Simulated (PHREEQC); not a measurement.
Solution (25 °C): 1.2 mol/kgw LiCl and 0.2 mol/kgw CaCl2. Closed to the air; pH follows from the charge balance.

Equilibrium calculation in PHREEQC: Pitzer model, pitzer.dat.

Precipitation was switched off in this run.

Predict the activity of water, density, osmotic coefficient.

activity of water 0.944; density 1.042 g/cm³; osmotic coefficient 1.066.
